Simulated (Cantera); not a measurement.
Charge: 1 mol NH3, 0.89 mol SO2, 0.44 mol O2, held at 0.133 bar.

Method: chemical equilibrium by Gibbs-energy minimisation in Cantera with the NASA 1993 tables (ideal gas, pure condensed phases). Candidate condensed phases: H2O, H2SO4, S; 35 gas species. Kinetics and transport are ignored. All values below are at 1952 °C.

Base state: H2O 0.398, SO2 0.238, N2 0.174, H2 0.117, SO 0.0486, S2 0.00768, H 0.00606, SH 0.00335 (mole fractions); condensed: gas only.

### Question
What changes in the equilibrium state with this change: pressure from 0.133 bar to 19.0 bar?

### Answer
```tsv
species	before	after
H2O	0.398	0.472
SO2	0.238	0.232
N2	0.174	0.180
H2	0.117	0.0537
SO	0.0486	0.0184
H2S	0.00127	0.0123
S2	0.00768	0.0238
O	0.000108	1.95e-6
O2	0.000155	7.20e-6
```

### Question
What changes in the equilibrium state with this change: pressure from 0.133 bar to 20.0 Pa?

### Answer
```
species    before    after
-------  --------  -------
H2O         0.398    0.212
SO2         0.238    0.177
H         0.00606    0.160
O        0.000108   0.0365
O2       0.000155   0.0266
OH        0.00300   0.0402
SO         0.0486   0.0713
N2          0.174    0.144
H2          0.117    0.122
H2S       0.00127  5.76e-6
S2O      0.000342  2.17e-6
S2        0.00768  9.62e-5
```
